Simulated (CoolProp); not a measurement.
Values from CoolProp's reference Helmholtz-energy equation of state, Lemmon 2006. It is a short technical equation, of lower accuracy than the large ones.

For toluene, give the phase and the Z, cv (kJ/(kg K)), isothermal compressibility (1/MPa), viscosity (µPa s) at 620 K and 0.688 MPa.


- 620 K and 0.688 MPa: gas; Z 0.946, cv 2.10, isothermal compressibility 1.54, viscosity 14.2

Viscosity comes from a separate model (Avgeri 2015).
